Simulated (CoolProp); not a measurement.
A closed Brayton cycle with carbon dioxide: compressor inlet 324.15 K and 9.6 MPa, high pressure 21.9 MPa, turbine inlet 840 K, compressor efficiency 0.89, turbine efficiency 0.85, recuperator effectiveness 0.8 (on enthalpy, no pinch check). Each further row changes one setting.

The numbers come from the reference Helmholtz-energy equation of state, Span 1996 in CoolProp.

```tsv
case	thermal efficiency (%)	net work (kJ/kg)	compressor to turbine work	compressor exit (K)	turbine exit (K)
as stated	26.4	72.8	0.31	381.2	744.5
turbine inlet 790 K	25.5	65.7	0.33	381.2	697.8
compressor inlet 334.15 K	25.6	65.9	0.38	400.9	744.5
high pressure 18.6 MPa	23.8	60.7	0.29	369.8	763.0
recuperator effectiveness 0.5	18.0	72.8	0.31	381.2	744.5
```
